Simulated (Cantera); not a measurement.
Charge: 1 mol SiHCl3, 0.66 mol C2H2, a varied amount of H2, equilibrated at 2398.15 K and 75.0 Torr.

Method: chemical equilibrium by Gibbs-energy minimisation in Cantera with the NASA 1993 tables (ideal gas, pure condensed phases). Candidate condensed phases: C, C6H6, C7H8, C8H18, Si, SiC; 109 gas species. Gases not in the tables: Si2H6 and higher silanes. Rates play no part.

Problem. Which condensed phases are stable at each of these points (n(H2) (mol)): 9.5, 23, 56, 130, 330, 790, 1900?

Solution. 
```tsv
n(H2) (mol)	condensed phases	Si condensed (%)
9.5	C(graphite) + SiC(s)	69.9
23	C(graphite) + SiC(s)	71.8
56	SiC(s)	53.9
130	gas only	0.0
330	gas only	0.0
790	gas only	0.0
1900	gas only	0.0
```

From 9.5 mol H2 to 23 mol H2 the condensed part is C(graphite) + SiC(s). At 56 mol H2 the condensed part is SiC(s). From 130 mol H2 to 1900 mol H2 nothing is condensed.
